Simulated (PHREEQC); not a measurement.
Dissolve 4.1 mol CaCl2, 2.3 mol FeCl2 and 4.7 mol LiCl per kg of water at 25 °C. Closed to the air; pH follows from the charge balance.

Computed with PHREEQC (Pitzer model, pitzer.dat).

This is a speciation only: nothing precipitates in the calculation.

Predict the pH, osmotic coefficient.

pH 3.25; osmotic coefficient 3.963.

Complexes and solids missing from the database can't appear. In brines, pH and single-ion activities rest on the MacInnes convention.
